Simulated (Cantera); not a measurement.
**MgO + CO + CH4 (carbothermic reduction)**

A closed system holds: 1 mol MgO, 0.88 mol CO, 1.5 mol CH4, at 0.100 bar.

Cantera equilibrium calculation (NASA polynomials, part measured and part estimated; ideal gas, pure solids and liquids). Candidate condensed phases: C, C6H6, C7H8, C8H18, H2O, Mg, MgCO3, MgO, Mg(OH)2; 116 gas species. The tables' values for MgH are old estimates; treat these amounts as uncertain. Equilibrium is a limit: real reactors are often held back by kinetics, nucleation or transport.

```tsv
T (K)	x H2	x CO	x Mg	x H	x C2H2 (acetylene)	x MgH	x CH4	n C(graphite)	n MgO(s)
1275	0.772	0.227	3.90e-8	2.05e-6	2.97e-7	8.42e-11	0.000553	1.50	1.00
1475	0.773	0.227	0.000111	3.61e-5	5.15e-6	3.10e-7	0.000174	1.50	1.000
1675	0.709	0.249	0.0413	0.000309	4.12e-5	0.000135	6.05e-5	1.32	0.825
1875	0.509	0.320	0.169	0.00148	0.000161	0.000547	1.57e-5	0.498	0
2075	0.505	0.319	0.169	0.00599	0.000626	0.000617	8.93e-6	0.493	0
2275	0.494	0.317	0.168	0.0189	0.00188	0.000672	5.49e-6	0.478	0
2475	0.469	0.312	0.165	0.0487	0.00456	0.000704	3.43e-6	0.444	0
```
x: gas mole fraction; n: condensed amount in mol.

From 1275 K to 1675 K the condensed part is C(graphite) + MgO(s). From 1875 K to 2475 K the condensed part is C(graphite). The main Mg-bearing gas is Mg throughout.
